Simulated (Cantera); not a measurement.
A perfectly stirred reactor is fed with CH₄ : CO₂ : H₂ = 1 : 0.62 : 0.15 (molar parts), at 760 Torr; it is held at 1798 K, and followed from long to short residence time.

Cantera simulation using GRI-Mech 3.0 (53 species, 325 reactions); the numbers are that mechanism's predictions, not measurements. GRI-Mech 3.0 stops at C3 and has no aromatics, soot or wall deposition, so with more carbon than oxygen in the feed, carbon stays in small species such as C2H2 where larger ones or solid carbon would form.

Q: Predict: x(CH₄) at τ = 2.80 s; x(CO₂) at τ = 2.80 s; x(H₂) at τ = 2.80 s; x(C₂H) at τ = 2.80 s; x(CH₃) at τ = 2.80 s; x(CH₄) at τ = 23.0 ms; x(CO₂) at τ = 23.0 ms; x(H₂) at τ = 23.0 ms; x(C₂H) at τ = 23.0 ms; x(CH₃) at τ = 23.0 ms.

A: 
* **x(CH₄) at τ = 2.80 s**: 0.0126
* **x(CO₂) at τ = 2.80 s**: 0.00392
* **x(H₂) at τ = 2.80 s**: 0.547
* **x(C₂H) at τ = 2.80 s**: 2.61e-7
* **x(CH₃) at τ = 2.80 s**: 0.000120
* **x(CH₄) at τ = 23.0 ms**: 0.0964
* **x(CO₂) at τ = 23.0 ms**: 0.0721
* **x(H₂) at τ = 23.0 ms**: 0.362
* **x(C₂H) at τ = 23.0 ms**: 5.64e-7
* **x(CH₃) at τ = 23.0 ms**: 0.000949
